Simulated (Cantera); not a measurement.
Feed: 1 mol SiH2Cl2, 0.011 mol C3H8, 130 mol H2, at 900 K.

Method: chemical equilibrium by Gibbs-energy minimisation in Cantera with the NASA 1993 tables (ideal gas, pure condensed phases). Candidate condensed phases: C, C6H6, C7H8, C8H18, Si, SiC; 109 gas species. The tables' values for SiCl3 are old estimates; treat these amounts as uncertain. Rates play no part.

Question: At 16.0 mbar, list the 5 most abundant gas species with their mole fractions, and the condensed phases.

Answer: H2 0.992, HCl 0.00480, SiCl4 0.00175, SiHCl3 0.00103, SiH2Cl2 5.75e-5. Condensed: Si(s) + SiC(s).
